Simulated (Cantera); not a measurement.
A perfectly stirred reactor is fed with 0.974 % CH2O, 1.66 % O2, 97.4 % N2, equivalence ratio 0.59, at 7500 Torr; it is held at 1000 K, and followed from long to short residence time.

Computed with Cantera and GRI-Mech 3.0 (53 species, 325 reactions).

**Question.** Predict: x(CH2O) at τ = 11.0 s; x(O2) at τ = 11.0 s; x(O) at τ = 11.0 s; x(H2) at τ = 11.0 s; x(CH2O) at τ = 0.230 s; x(O2) at τ = 0.230 s; x(O) at τ = 0.230 s; x(H2) at τ = 0.230 s.

**Answer.** 
| Quantity | Value |
|---|---|
| x(CH2O) at τ = 11.0 s | 1.91e-5 |
| x(O2) at τ = 11.0 s | 0.00732 |
| x(O) at τ = 11.0 s | 2.55e-9 |
| x(H2) at τ = 11.0 s | 9.76e-6 |
| x(CH2O) at τ = 0.230 s | 0.000186 |
| x(O2) at τ = 0.230 s | 0.00958 |
| x(O) at τ = 0.230 s | 8.05e-9 |
| x(H2) at τ = 0.230 s | 0.000255 |
